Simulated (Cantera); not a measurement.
Feed: 1 mol NiS, 24 mol H2, 52 mol N2, at 2100 K and 64.0 Pa.

These are equilibrium values from Cantera (NASA tables, ideal gas, pure condensed phases), not measurements of a reactor. Candidate condensed phases: Ni, NiS, NiS2, Ni3S2, Ni3S4, S; 17 gas species. Kinetics and transport are ignored.

Base state: N2 0.647, H2 0.266, H 0.0635, Ni 0.0124, S 0.00820, SH 0.00159, S2 0.00122, H2S 0.000107 (mole fractions); condensed: gas only.

Q: What changes in the equilibrium state with this change: pressure from 64.0 Pa to 0.100 bar?

A: 
| species | before | after |
|---|---|---|
| N2 | 0.647 | 0.674 |
| H2 | 0.266 | 0.305 |
| Ni | 0.0124 | 0.00586 |
| H | 0.0635 | 0.00544 |
| H2S | 0.000107 | 0.00241 |
| NiS | 9.14e-5 | 0.000849 |
| S | 0.00820 | 0.00103 |
| S2 | 0.00122 | 0.00300 |
| SH | 0.00159 | 0.00267 |
| Ni(l), mol | 0 | 0.483 |
